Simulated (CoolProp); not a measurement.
Vapour-liquid equilibrium of methanol (1) + benzene (2) at 464 K; x and y are mole fractions of (1).

The numbers come from the multi-fluid Helmholtz-energy mixture model, de Reuck 1993 and Thol 2012; pair parameters Bell 2016 in CoolProp.

```csv
x,bubble pressure (bar),y at the bubble point,dew pressure at overall composition x (bar),liquid density (mol/L)
0.05,15.58,0.193,13.08,8.755
0.2,22.09,0.442,15.72,9.283
0.35,26.03,0.556,19.28,9.969
0.5,28.78,0.641,24.06,10.91
0.65,30.93,0.728,29.05,12.24
0.8,32.55,0.830,32.15,14.12
0.95,33.57,0.954,33.55,16.75
```

No azeotrope shows between x = 0.05 and 0.95.

Pair parameters are fitted to limited data, so mixtures are less certain than the pure fluids.
